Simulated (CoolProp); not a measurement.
Vapour-liquid equilibrium of R125 (1) + R236FA (2) at 277.3 K; x and y are mole fractions of (1).

The numbers come from the multi-fluid Helmholtz-energy mixture model, Lemmon 2005 and Pan 2012; pair parameters Bell 2016 in CoolProp.

**Question.** Give the bubble pressure and the first vapour's composition at x = 0.05, 0.35, 0.65. Is there an azeotrope?

**Answer.** x = 0.05: 1.568 bar, y = 0.218; x = 0.35: 3.363 bar, y = 0.729; x = 0.65: 5.239 bar, y = 0.897. No azeotrope shows between x = 0.05 and 0.95.

The pair parameters rest on a limited set of measurements; away from them the model extrapolates.
